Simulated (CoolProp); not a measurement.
Fluoroethane (R161) along the isotherm 450 K: density (kg/m³) from the reference equation and from simpler models built on Tc = 375.2 K, pc = 5.010 MPa, ω = 0.216; each cubic takes its own stable root.

Model: reference Helmholtz-energy equation of state, Wu 2012, in CoolProp.

```json
[
 {"p (MPa)": "0.278", "phase": "gas", "reference": "3.610"},
 {"p (MPa)": "0.557", "phase": "gas", "reference": "7.314"},
 {"p (MPa)": "0.835", "phase": "gas", "reference": "11.09"},
 {"p (MPa)": "1.11", "phase": "gas", "reference": "14.91"},
 {"p (MPa)": "1.39", "phase": "gas", "reference": "18.89"},
 {"p (MPa)": "1.67", "phase": "gas", "reference": "22.97"},
 {"p (MPa)": "1.95", "phase": "gas", "reference": "27.15"},
 {"p (MPa)": "2.23", "phase": "gas", "reference": "31.43"},
 {"p (MPa)": "2.5", "phase": "gas", "reference": "35.67"}
]
```

Problem. How far does each simpler model (ideal gas, van der Waals, Redlich-Kwong, Soave-Redlich-Kwong, Peng-Robinson) lie from the reference over these 9 states: mean and median of the absolute difference, and the worst?

Solution. 
- ideal gas: mean 5.5 %, median 5.5 %, worst -10.0 % at 450 K and 2.5 MPa
- van der Waals: mean 0.1 %, median 0.1 %, worst +0.2 % at 450 K and 2.5 MPa
- Redlich-Kwong: mean 0.2 %, median 0.2 %, worst +0.4 % at 450 K and 2.5 MPa
- Soave-Redlich-Kwong: mean 0.4 %, median 0.4 %, worst -0.8 % at 450 K and 2.5 MPa
- Peng-Robinson: mean 0.5 %, median 0.5 %, worst +0.8 % at 450 K and 2.5 MPa
